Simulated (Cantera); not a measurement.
# Ignition delay

Mixture: CH₄ : C₂H₆ : O₂ : N₂ = 1 : 0.21 : 3.96 : 14.9 (molar parts), equivalence ratio 0.69, at 21800 Torr, adiabatic and at constant pressure. Ignition delay is the time to a rise of 400 K.

Cantera simulation using GRI-Mech 3.0 (53 species, 325 reactions); the numbers are that mechanism's predictions, not measurements. The pressure lies above the range GRI-Mech 3.0 was tuned for (to about 10 atm).

```json
[
 {"T0 (K)": "1100", "delay (ms)": "2.14"},
 {"T0 (K)": "1200", "delay (ms)": "0.458"},
 {"T0 (K)": "1300", "delay (ms)": "0.125"},
 {"T0 (K)": "1400", "delay (ms)": "0.0425"},
 {"T0 (K)": "1500", "delay (ms)": "0.0174"},
 {"T0 (K)": "1600", "delay (ms)": "0.00813"},
 {"T0 (K)": "1700", "delay (ms)": "0.00420"}
]
```

The apparent activation energy between 1500 and 1700 K is 150 kJ/mol.
